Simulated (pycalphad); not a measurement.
An equivalent pycalphad script:

```python
from pycalphad import Database, equilibrium, calculate, variables as v
import numpy as np
db = Database('COST507.tdb')
comps = ['AL', 'SI', 'MG', 'VA']
phases = ['ALMG_BETA', 'ALMG_EPS', 'ALMG_GAMMA', 'DIAMOND_A4', 'FCC_A1', 'HCP_A3', 'LIQUID', 'MG2SI']
eq = equilibrium(db, comps, phases, {v.X('SI'): 0.0026, v.X('MG'): 0.0394, v.T: np.arange(1650, 349, -40), v.P: 101325, v.N: 1}, output=['HM', 'SM'])
```

CALPHAD calculation (pycalphad, COST 507 light-alloy database (1999)), 1 atm. No gas phase is included, though pure Mg would boil below 1650 K. The database dates from 1999; later assessments differ in places, in temperatures and in the compounds included. Amounts are mole fractions of atoms. Kinetics are ignored, which matters at the lower temperatures.

Results at three of the temperatures:

```
T = 1530.00 K, P = 101325 Pa, N = 1 mol of atoms
G = -88045 J/mol, H = 47476 J/mol, S = 88.58 J/(mol K)  (SER reference)
chemical potentials (J/mol): Al -86067, Si -143103, Mg -132505
phase             fraction      x(Al)      x(Si)      x(Mg)
LIQUID              1.0000     0.9580     0.0026     0.0394
```

```
T = 1370.00 K, P = 101325 Pa, N = 1 mol of atoms
G = -74149 J/mol, H = 42382 J/mol, S = 85.06 J/(mol K)  (SER reference)
chemical potentials (J/mol): Al -72345, Si -121389, Mg -114911
phase             fraction      x(Al)      x(Si)      x(Mg)
LIQUID              1.0000     0.9580     0.0026     0.0394
```

```
T = 930.00 K, P = 101325 Pa, N = 1 mol of atoms
G = -39262 J/mol, H = 28374 J/mol, S = 72.73 J/(mol K)  (SER reference)
chemical potentials (J/mol): Al -37924, Si -64504, Mg -70112
phase             fraction      x(Al)      x(Si)      x(Mg)
LIQUID              1.0000     0.9580     0.0026     0.0394
```

Changes of the phase set, refined by bisection:

```csv
T (K),phases above,phases below
914.0,liquid,fcc + liquid
863.7,fcc + liquid,fcc + liquid + MG2SI
862.3,fcc + liquid + MG2SI,fcc + MG2SI
461.6,fcc + MG2SI,ALMG_BETA + fcc + MG2SI
```

Database names, with the compositions (at.%) that they take in these runs: MG2SI: Mg 67 Si 33; ALMG_BETA: Al 61 Mg 39.
